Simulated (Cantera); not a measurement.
**Thermodynamics of boron, boron nitride and boron oxide, feed B2H6 + O2 + N2**

Charge: 1 mol B2H6, 2.3 mol O2, 0.35 mol N2, equilibrated at 1.70 mbar.

Cantera equilibrium calculation (NASA polynomials, part measured and part estimated; ideal gas, pure solids and liquids). Candidate condensed phases: B, BN, B2O3, B3O3H3, H2O; 39 gas species. The feed counts by its element totals alone. Gases not in the tables: H3BO3. Rates play no part.

```csv
T (K),x H2O,x H2,x HBO2,x H,x N2,x B2O3,x BO,x BO2,x OH,n B2O3(l)
850,0.476,0.418,1.05e-5,3.21e-10,0.105,<1e-12,<1e-12,<1e-12,<1e-12,0.995
1000,0.477,0.418,0.000439,3.56e-8,0.104,1.97e-9,<1e-12,<1e-12,8.98e-11,0.997
1150,0.473,0.417,0.00658,1.17e-6,0.104,9.79e-7,2.51e-11,1.44e-10,8.01e-9,0.988
1300,0.441,0.408,0.0496,1.71e-5,0.102,0.000110,9.03e-9,3.43e-8,2.42e-7,0.914
1450,0.320,0.372,0.210,0.000140,0.0930,0.00442,1.02e-6,2.35e-6,2.89e-6,0.587
1600,0.178,0.321,0.381,0.000747,0.0804,0.0390,3.55e-5,4.26e-5,1.62e-5,0
1750,0.186,0.318,0.363,0.00318,0.0803,0.0471,0.000241,0.000259,0.000109,0
1900,0.194,0.312,0.344,0.0108,0.0799,0.0540,0.00118,0.00118,0.000548,0
2050,0.199,0.298,0.321,0.0300,0.0788,0.0585,0.00442,0.00427,0.00219,0
2200,0.197,0.270,0.288,0.0710,0.0760,0.0585,0.0132,0.0127,0.00722,0
2350,0.176,0.228,0.232,0.144,0.0702,0.0514,0.0321,0.0305,0.0192,0
```
x: gas mole fraction; n: condensed amount in mol.

From 850 K to 1450 K the condensed part is B2O3(l). From 1600 K to 2350 K nothing is condensed.
